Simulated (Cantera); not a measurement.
Standard-state values (1 bar) from the NASA 1993 polynomials, evaluated with Cantera. Values are per mole of reaction as written; species without (g) are pure solids or liquids, kept so even where they would boil at 1 bar.

Q: Between 300 and 900 K, where is each reaction favourable under standard conditions?
- S + 3 KOH(g) → 3 K + 3 H(g) + SO3(g)

A: 
- S + 3 KOH(g) → 3 K + 3 H(g) + SO3(g): ΔG° is 940 kJ at 300 K and 887 kJ at 900 K; it stays positive (K < 1). ΔH° is 979 kJ and ΔS° 102 J/K at 900 K.
